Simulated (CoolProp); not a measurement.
Vapour-liquid equilibrium of acetone (1) + dimethyl carbonate (2) at 348.3 K; x and y are mole fractions of (1).

Values from CoolProp's multi-fluid Helmholtz-energy mixture model, Lemmon 2006 and Zhou 2011; pair parameters Bell 2016.

```
x     bubble pressure, mixture model (MPa)  bubble pressure, Raoult's law (MPa)  y, mixture model  y, Raoult's law
----  ------------------------------------  -----------------------------------  ----------------  ---------------
0.05                               0.06872                              0.06765             0.148            0.138
0.15                               0.08225                              0.08018             0.356            0.349
0.25                               0.09481                              0.09271             0.500            0.503
0.35                                0.1069                               0.1052             0.609            0.621
0.45                                     ?                               0.1178             0.697            0.713
0.55                                     ?                               0.1303             0.772            0.788
0.65                                0.1426                               0.1428             0.835            0.850
0.75                                0.1549                               0.1554             0.891            0.901
0.85                                     ?                               0.1679                 ?            0.945
0.95                                0.1803                               0.1804             0.981            0.983
```

Problem. What belongs in the gaps?

Solution. 
- 0.45, bubble pressure, mixture model (MPa): 0.1187
- 0.55, bubble pressure, mixture model (MPa): 0.1306
- 0.85, bubble pressure, mixture model (MPa): 0.1675
- 0.85, y, mixture model: 0.939

The largest gap from Raoult's law is +2.6 % in bubble pressure, at x = 0.15. No azeotrope shows between x = 0.05 and 0.95.

Pair parameters are fitted to limited data, so mixtures are less certain than the pure fluids.
